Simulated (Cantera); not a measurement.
Mixture: CH4 : C2H6 : O2 : N2 = 1 : 0.21 : 3.96 : 14.9 (molar parts), at 28.6 atm, adiabatic and at constant pressure. Ignition delay is the time to a rise of 400 K.

Model: GRI-Mech 3.0 (53 species, 325 reactions), integrated in Cantera. The pressure lies above the range GRI-Mech 3.0 was tuned for (to about 10 atm).

What does this change do: pressure from 28.6 atm to 0.474 atm?


```csv
quantity,before,after
delay at 1100 K,2.14 ms,22.9 ms
delay at 1200 K,0.458 ms,4.31 ms
delay at 1300 K,0.125 ms,1.35 ms
delay at 1400 K,42.5 µs,0.549 ms
delay at 1500 K,17.4 µs,0.257 ms
delay at 1600 K,8.13 µs,0.133 ms
delay at 1700 K,4.20 µs,75.8 µs
apparent activation energy between 1500 and 1700 K,150 kJ/mol,130 kJ/mol
```

What does this change do: pressure from 28.6 atm to 4.93 atm?


| quantity | before | after |
|---|---|---|
| delay at 1100 K | 2.14 ms | 6.26 ms |
| delay at 1200 K | 0.458 ms | 1.17 ms |
| delay at 1300 K | 0.125 ms | 0.317 ms |
| delay at 1400 K | 42.5 µs | 0.115 ms |
| delay at 1500 K | 17.4 µs | 50.5 µs |
| delay at 1600 K | 8.13 µs | 24.7 µs |
| delay at 1700 K | 4.20 µs | 13.2 µs |
| apparent activation energy between 1500 and 1700 K | 150 kJ/mol | 140 kJ/mol |
